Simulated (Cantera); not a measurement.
A perfectly stirred reactor is fed with 2.44 % C2H6, 97.6 % N2, at 95000 Pa; it is held at 1500 K, and followed from long to short residence time.

Computed with Cantera and GRI-Mech 3.0 (53 species, 325 reactions). GRI-Mech 3.0 stops at C3 and has no aromatics, soot or wall deposition, so with more carbon than oxygen in the feed, carbon stays in small species such as C2H2 where larger ones or solid carbon would form.

One state of this run: x C2H6 = 1.94e-5; x CH2 = 3.04e-9; x C2H = 5.81e-9; x H2 = 0.0355; x CH3 = 2.36e-5; x C2H4 = 0.000288; x HCN = 8.88e-8. x: mole fraction; the columns are a selection and need not sum to one.

### Question
Which value of τ (s) does it belong to?
A) 0.00094
B) 2.0
C) 9.4
D) 0.0044

### Answer
B, 2.0
